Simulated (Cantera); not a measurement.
Input (Python, Cantera) and output of one run.

```python
import numpy as np
import cantera as ct

gas_names = """
    H HNO HNO2 HNO3 HO2 H2 H2O H2O2 N NH NH2 NH3 NH2OH NO NO2 NO3 N2 N2H2 N2H4 N2O O OH O2 O3 V VN VO
    VO2
""".split()
cond_names = """
    H2O(s) H2O(L) V(cr) V(L) VN(s) VO(s) VO(L) V2O3(s) V2O3(L) V2O4(I) V2O4(II) V2O4(L) V2O5(s) V2O5(L)
""".split()


# ... load() reads the species with a 1 bar reference pressure and builds the phases ...
atoms = {
    'V': {'V': 1},
    'H2O': {'H': 2, 'O': 1},
    'N2': {'N': 2},
}
top_T = {'VN(s)': 2300}  # K; cautious upper limits of use, not melting points


# ... equilibrate(T, P, feed) seeds the gas with the atoms and calls Mixture.equilibrate('TP', solver="vcs", rtol=1e-11, max_steps=5000) ...
results = []
T = 1300  # K
P = 560000  # Pa
for m in [0.022, 0.044, 0.087, 0.17, 0.34, 0.68, 1.3, 2.7, 5.3, 10, 21]:
    feed = {'V': 1, 'H2O': m, 'N2': 3.3}  # mol
    mix = equilibrate(T, P, feed)
    results.append((T, P, feed, dict(zip(mix.species_names, mix.species_moles))))

top = {s: max(r[3][s] / sum(r[3][g] for g in gas_names) for r in results) for s in gas_names}
cols = sorted((s for s in top if top[s] > 1e-06), key=lambda s: -top[s])[:6]
seen = [c for c in cond_names if any(r[3].get(c, 0) > 1e-12 for r in results)]
print("log10 of partial pressures in bar; condensed amounts in mol")
print(f"{'n(H2O)':>10s}" + "".join(f"{s[:9]:>10s}" for s in cols + seen))
for T, P, feed, n in results:
    ng = sum(n[g] for g in gas_names)
    print(f"{feed['H2O']:10.4g}" + "".join(f"{np.log10(max(n[s] / ng * P / 1e5, 1e-99)):10.3f}" for s in cols)
          + "".join(f"{n.get(c, 0):10.4g}" for c in seen))
```

Result:

```
log10 of partial pressures in bar; condensed amounts in mol
    n(H2O)        N2       H2O        H2       NH3     VN(s)   V2O3(s)
     0.022     0.745    -3.120    -1.369    -5.587    0.9856  0.007206
     0.044     0.741    -2.825    -1.072    -5.144    0.9712   0.01441
     0.087     0.735    -2.540    -0.785    -4.716     0.943    0.0285
      0.17     0.723    -2.269    -0.510    -4.310    0.8886    0.0557
      0.34     0.700    -2.006    -0.240    -3.916    0.7771    0.1114
      0.68     0.660    -1.775     0.005    -3.569    0.5541     0.223
       1.3     0.601    -1.600     0.199    -3.307    0.1469    0.4266
       2.7     0.489     0.049     0.146    -3.443         0       0.5
       5.3     0.332     0.393    -0.010    -3.756         0       0.5
        10     0.143     0.554    -0.200    -4.134         0       0.5
        21    -0.119     0.653    -0.461    -4.658         0       0.5
```

Equilibrium computed with Cantera from the NASA thermochemical tables; the gas is ideal and each condensed phase is pure. Mutual solubility and eutectic melting of coexisting phases are not modelled. VN: taken at fixed stoichiometry. Condensed phases not in the tables: the oxides between V2O3 and V2O5 other than VO2, V2N.
